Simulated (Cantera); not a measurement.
Feed: 1 mol Fe2O3, 1.1 mol H2S, 7.2 mol N2, held at 10000 Pa.

Cantera equilibrium calculation (NASA polynomials, part measured and part estimated; ideal gas, pure solids and liquids). Candidate condensed phases: Fe, FeO, Fe(OH)2, Fe(OH)3, FeS, FeSO4, FeS2, Fe2O3, Fe2(SO4)3, Fe3O4, H2O, H2SO4, S; 38 gas species. Metal and sulfide melt together well below either melting point, which pure phases cannot show. Mutual solubility and eutectic melting of coexisting phases are not modelled. The tables' stoichiometric FeO is somewhat more stable than real wüstite, so its field is too wide. FeO, FeS: taken at fixed stoichiometry. Gases not in the tables: S3 to S7. Equilibrium is a limit: real reactors are often held back by kinetics, nucleation or transport. All values below are at 1225 K.

Base state: N2 0.834, H2O 0.121, SO2 0.0326, S2 0.00604, H2 0.00444, H2S 0.00202, S2O 0.000118, SO 8.66e-5 (mole fractions); condensed: FeO(s) + FeS(s) + Fe3O4(s).

Question: What changes in the equilibrium state with this change: H2S from 1.1 to 0.23 mol?

Answer: 
```csv
species,before,after
N2,0.834,0.943
H2O,0.121,0.0287
SO2,0.0326,0.0234
H2S,0.00202,0.000345
H2,0.00444,0.00106
SH,2.20e-5,7.69e-6
S2O,0.000118,6.06e-5
"FeO(s), mol",1.05,0.732
"FeS(s), mol",0.693,0
"Fe3O4(s), mol",0.0839,0.423
```
FeO: taken at fixed stoichiometry.
